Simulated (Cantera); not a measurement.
Feed: 1 mol Nb₂O₅, 43 mol H₂, held at 848.15 K and 7.50 Torr.

Method: chemical equilibrium by Gibbs-energy minimisation in Cantera with the NASA 1993 tables (ideal gas, pure condensed phases). Candidate condensed phases: H₂O, Nb, NbO, NbO₂, Nb₂O₅; 12 gas species. Condensed phases not in the tables: the oxides between NbO₂ and Nb₂O₅. Kinetics and transport are ignored.

Base state: H₂ 0.999, H₂O 0.00139 (mole fractions); condensed: NbO₂(s) + Nb₂O₅(s).

Problem. What changes in the equilibrium state with this change: temperature from 848.15 K to 1273.15 K?

Solution. 
```json
[
 {"species": "H₂", "before": "0.999", "after": "0.977"},
 {"species": "H₂O", "before": "0.00139", "after": "0.0233"},
 {"species": "NbO₂(s), mol", "before": "0.120", "after": "2.00"},
 {"species": "Nb₂O₅(s), mol", "before": "0.940", "after": "0"}
]
```
